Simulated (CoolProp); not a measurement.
Vapour-liquid equilibrium of carbon dioxide (1) + propane (2) at 242 K; x and y are mole fractions of (1).

Computed with CoolProp (multi-fluid Helmholtz-energy mixture model, Span 1996 and Lemmon 2009; pair parameters Kunz 2012).

```json
[
 {"x": "0.05", "bubble pressure, mixture model (MPa)": "0.2807", "bubble pressure, Raoult's law (MPa)": "0.2210", "y, mixture model": "0.438", "y, Raoult's law": "0.311"},
 {"x": "0.125", "bubble pressure, mixture model (MPa)": "0.4620", "bubble pressure, Raoult's law (MPa)": "0.3120", "y, mixture model": "0.670", "y, Raoult's law": "0.550"},
 {"x": "0.2", "bubble pressure, mixture model (MPa)": "[?]", "bubble pressure, Raoult's law (MPa)": "0.4030", "y, mixture model": "0.768", "y, Raoult's law": "0.682"},
 {"x": "0.275", "bubble pressure, mixture model (MPa)": "[?]", "bubble pressure, Raoult's law (MPa)": "0.4939", "y, mixture model": "[?]", "y, Raoult's law": "0.765"},
 {"x": "0.35", "bubble pressure, mixture model (MPa)": "[?]", "bubble pressure, Raoult's law (MPa)": "0.5849", "y, mixture model": "0.850", "y, Raoult's law": "0.822"},
 {"x": "0.425", "bubble pressure, mixture model (MPa)": "0.9857", "bubble pressure, Raoult's law (MPa)": "0.6759", "y, mixture model": "0.870", "y, Raoult's law": "0.864"},
 {"x": "0.5", "bubble pressure, mixture model (MPa)": "[?]", "bubble pressure, Raoult's law (MPa)": "0.7669", "y, mixture model": "[?]", "y, Raoult's law": "0.895"},
 {"x": "0.575", "bubble pressure, mixture model (MPa)": "[?]", "bubble pressure, Raoult's law (MPa)": "0.8579", "y, mixture model": "0.895", "y, Raoult's law": "0.921"},
 {"x": "0.65", "bubble pressure, mixture model (MPa)": "1.156", "bubble pressure, Raoult's law (MPa)": "0.9488", "y, mixture model": "[?]", "y, Raoult's law": "0.941"},
 {"x": "0.725", "bubble pressure, mixture model (MPa)": "1.198", "bubble pressure, Raoult's law (MPa)": "1.040", "y, mixture model": "0.916", "y, Raoult's law": "0.958"},
 {"x": "0.8", "bubble pressure, mixture model (MPa)": "1.242", "bubble pressure, Raoult's law (MPa)": "1.131", "y, mixture model": "0.929", "y, Raoult's law": "0.972"},
 {"x": "0.875", "bubble pressure, mixture model (MPa)": "1.289", "bubble pressure, Raoult's law (MPa)": "1.222", "y, mixture model": "0.947", "y, Raoult's law": "0.984"},
 {"x": "0.95", "bubble pressure, mixture model (MPa)": "1.340", "bubble pressure, Raoult's law (MPa)": "1.313", "y, mixture model": "0.974", "y, Raoult's law": "0.994"}
]
```

Some entries are withheld; supply them.


- 0.2, bubble pressure, mixture model (MPa): 0.6307
- 0.275, bubble pressure, mixture model (MPa): 0.7762
- 0.275, y, mixture model: 0.819
- 0.35, bubble pressure, mixture model (MPa): 0.8942
- 0.5, bubble pressure, mixture model (MPa): 1.055
- 0.5, y, mixture model: 0.884
- 0.575, bubble pressure, mixture model (MPa): 1.110
- 0.65, y, mixture model: 0.905

The largest gap from Raoult's law is +57.2 % in bubble pressure, at x = 0.275. No azeotrope shows between x = 0.05 and 0.95.

The pair parameters rest on a limited set of measurements; away from them the model extrapolates. With so large a gap from Raoult's law the liquid may split in two, which this calculation doesn't test in full.
